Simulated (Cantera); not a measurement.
Input (Python, Cantera):

```python
import numpy as np
import cantera as ct

gas = ct.Solution("gri30.yaml")
gas.TPX = 400, 140000, {'C3H8': 1, 'O2': 4.55, 'N2': 17.1}
inlet = ct.Reservoir(gas, clone=True)
gas.equilibrate("HP")  # start burning
reactor = ct.IdealGasConstPressureReactor(gas, energy="on", clone=False)
exhaust = ct.Reservoir(gas, clone=True)
tau = [0.38, 0.15, 0.063, 0.025, 0.01, 0.0042, 0.0017, 0.00069, 0.00028, 0.00011, 4.6e-05, 1.9e-05][0]
for a, b in ((inlet, reactor), (reactor, exhaust)):
    ct.MassFlowController(a, b, mdot=lambda t: reactor.mass / tau)
net = ct.ReactorNet([reactor])
show = ['C3H8', 'O2', 'CH2', 'C2H2', 'OH', 'HO2']

rows = []
print(f"{'tau/s':>10s}{'T/K':>9s}" + "".join(f"{s:>11s}" for s in show))
for tau in [0.38, 0.15, 0.063, 0.025, 0.01, 0.0042, 0.0017, 0.00069, 0.00028, 0.00011, 4.6e-05, 1.9e-05]:
    net.initial_time = 0.0
    net.advance(30 * tau)
    before = gas.X
    net.advance(40 * tau)
    drift = np.max(np.abs(gas.X - before) / (gas.X + 1e-9))
    rows.append([gas.T, *gas[show].X, drift])
    print(f"{tau:10.3e}{gas.T:9.1f}" + "".join(f"{x:11.3e}" for x in gas[show].X))
```

Result:

```
     tau/s      T/K       C3H8         O2        CH2       C2H2         OH        HO2
 3.800e-01   2321.4  3.368e-08  1.311e-03  4.254e-08  7.719e-07  2.688e-03  2.783e-07
 1.500e-01   2315.8  8.213e-08  1.570e-03  9.887e-08  1.609e-06  2.930e-03  3.380e-07
 6.300e-02   2305.5  1.838e-07  2.033e-03  2.048e-07  2.850e-06  3.326e-03  4.481e-07
 2.500e-02   2286.8  4.188e-07  2.880e-03  4.138e-07  4.666e-06  3.962e-03  6.597e-07
 1.000e-02   2258.2  9.151e-07  4.179e-03  7.765e-07  7.001e-06  4.792e-03  1.013e-06
 4.200e-03   2220.8  1.872e-06  5.859e-03  1.345e-06  9.939e-06  5.686e-03  1.539e-06
 1.700e-03   2171.8  3.918e-06  8.029e-03  2.328e-06  1.451e-05  6.596e-03  2.365e-06
 6.900e-04   2115.4  8.342e-06  1.056e-02  4.055e-06  2.260e-05  7.305e-03  3.598e-06
 2.800e-04   2053.9  1.879e-05  1.365e-02  7.412e-06  3.996e-05  7.622e-03  5.566e-06
 1.100e-04   1980.3  4.965e-05  1.862e-02  1.541e-05  9.148e-05  7.197e-03  1.003e-05
 4.600e-05   1835.4  2.090e-04  3.295e-02  3.906e-05  4.040e-04  4.484e-03  3.486e-05
 1.900e-05    400.0  4.415e-02  2.009e-01 -6.695e-32  1.027e-17 -6.238e-26  9.350e-19
```

Detailed kinetics in Cantera: GRI-Mech 3.0 (53 species, 325 reactions). GRI-Mech 3.0 was tuned for natural gas; its chemistry of propane as a main component is partial and can be far from experiment.
